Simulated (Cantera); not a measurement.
Charge: 1 mol MgO, 0.11 mol H₂S, 7.5 mol O₂, equilibrated at 0.0240 bar.

Cantera equilibrium calculation (NASA polynomials, part measured and part estimated; ideal gas, pure solids and liquids). Candidate condensed phases: H₂O, H₂SO₄, Mg, MgO, Mg(OH)₂, MgS, MgSO₄, S; 26 gas species. The numbers say what is thermodynamically allowed, not how fast it happens.

x: gas mole fraction; n: condensed amount in mol.

```
T (°C)   x O₂   x SO₂   x H₂O      x OH  x O    x SO₃  n MgO(s)
------  -----  ------  ------  --------  ---  -------  --------
1275    0.971  0.0145  0.0145  0.000166  ___  6.52e-5      1.00
1325    0.971  0.0145  0.0144  0.000247  ___  5.18e-5      1.00
1375    0.971  0.0145  0.0144  0.000357  ___  4.17e-5      1.00
1425    0.970  0.0145  0.0143  0.000505  ___  3.40e-5      1.00
1475    0.970  0.0145  0.0142  0.000700  ___  2.81e-5      1.00
1525    0.970  0.0145  0.0141  0.000952  ___  2.35e-5     1.000
1575    0.969  0.0145  0.0139   0.00127  ___  1.98e-5     1.000
```

Task: Fill in the missing entries.

Result: 
- 1275, x O: 4.85e-5
- 1325, x O: 9.01e-5
- 1375, x O: 0.000161
- 1425, x O: 0.000278
- 1475, x O: 0.000466
- 1525, x O: 0.000759
- 1575, x O: 0.00120
